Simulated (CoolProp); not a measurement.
Sulfur hexafluoride along the isobar 39.7 bar: density (kg/m³) from the reference equation and from simpler models built on Tc = 318.7 K, pc = 37.55 bar, ω = 0.210; each cubic takes its own stable root.

Computed with CoolProp (reference Helmholtz-energy equation of state, Guder 2009).

```json
[
 {"T (K)": "236.8", "phase": "liquid", "reference": "1800"},
 {"T (K)": "259.6", "phase": "liquid", "reference": "1679"},
 {"T (K)": "282.4", "phase": "liquid", "reference": "1532"},
 {"T (K)": "305.2", "phase": "liquid", "reference": "1323"},
 {"T (K)": "328", "phase": "supercritical", "reference": "410.9"},
 {"T (K)": "350.8", "phase": "supercritical", "reference": "288.6"},
 {"T (K)": "373.6", "phase": "supercritical", "reference": "241.9"},
 {"T (K)": "396.4", "phase": "supercritical", "reference": "213.1"},
 {"T (K)": "419.2", "phase": "supercritical", "reference": "192.6"},
 {"T (K)": "442", "phase": "supercritical", "reference": "176.7"},
 {"T (K)": "464.8", "phase": "supercritical", "reference": "164.0"}
]
```

How far does each simpler model (van der Waals, Redlich-Kwong, Soave-Redlich-Kwong, Peng-Robinson) lie from the reference over these 11 states: mean and median of the absolute difference, and the worst?


- van der Waals: mean 14.7 %, median 4.5 %, worst -34.4 % at 236.8 K and 39.7 bar
- Redlich-Kwong: mean 5.5 %, median 3.0 %, worst -15.1 % at 305.2 K and 39.7 bar
- Soave-Redlich-Kwong: mean 3.3 %, median 0.9 %, worst -12.8 % at 305.2 K and 39.7 bar
- Peng-Robinson: mean 3.7 %, median 3.1 %, worst +8.4 % at 236.8 K and 39.7 bar
